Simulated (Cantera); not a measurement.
Premixed flame

A freely propagating, adiabatic, planar premixed flame of H2 : O2 : N2 = 1 : 0.263 : 0.989 (molar parts), unburnt at 473 K and 810000 Pa; mixture-averaged transport, grid criteria slope 0.08 and curve 0.16, no radiation.

Computed with Cantera and the H2/O2 subset of GRI-Mech 3.0, which has no nitrogen chemistry. The hydrogen kinetics of GRI-Mech 3.0 are dated; newer H2 mechanisms differ, most at raised pressure. Burning velocities carry a grid error of a few per cent, more on coarse grids.

| z (mm) | T (K) | u (m/s) | x H2 | x O2 | x O | x H2O | x H | x HO2 |
|---|---|---|---|---|---|---|---|---|
| -0.0856 | 473 | 5.65 | 0.444 | 0.117 | <1e-8 | 1.25e-8 | <1e-8 | <1e-8 |
| -0.0571 | 473 | 5.65 | 0.444 | 0.117 | <1e-8 | 1.69e-7 | <1e-8 | 1.54e-8 |
| -0.0428 | 473 | 5.65 | 0.444 | 0.117 | <1e-8 | 1.19e-6 | <1e-8 | 1.22e-7 |
| -0.0285 | 476 | 5.67 | 0.442 | 0.117 | 8.53e-8 | 2.80e-5 | <1e-8 | 3.73e-6 |
| -0.0143 | 561 | 6.53 | 0.425 | 0.119 | 9.77e-6 | 0.00352 | 3.58e-5 | 0.000643 |
| -0.00713 | 890 | 9.99 | 0.384 | 0.109 | 0.000211 | 0.0341 | 0.00263 | 0.00111 |
| 0 | 1315 | 14.4 | 0.323 | 0.0804 | 0.00117 | 0.101 | 0.0148 | 0.000512 |
| 0.00713 | 1619 | 17.6 | 0.266 | 0.0430 | 0.00190 | 0.173 | 0.0302 | 0.000239 |
| 0.0143 | 1787 | 19.3 | 0.233 | 0.0187 | 0.00152 | 0.219 | 0.0386 | 9.91e-5 |
| 0.0285 | 1933 | 20.8 | 0.216 | 0.00330 | 0.000733 | 0.249 | 0.0385 | 1.65e-5 |
| 0.0571 | 2040 | 21.8 | 0.218 | 0.000338 | 0.000359 | 0.257 | 0.0289 | 1.92e-6 |
| 0.114 | 2123 | 22.5 | 0.224 | 9.05e-5 | 0.000161 | 0.260 | 0.0188 | 6.36e-7 |
| 0.228 | 2181 | 23.1 | 0.228 | 3.30e-5 | 5.93e-5 | 0.263 | 0.0111 | 2.35e-7 |
x: mole fraction of selected species; z is measured from the peak of heat release.

| Quantity | Value |
|---|---|
| laminar burning velocity | 565 cm/s |
| thermal thickness | 0.0285 mm |
| peak x(O) | 0.00190 |
| peak x(H) | 0.0402 |
| peak x(HO2) | 0.00133 |
| grid points | 112 |
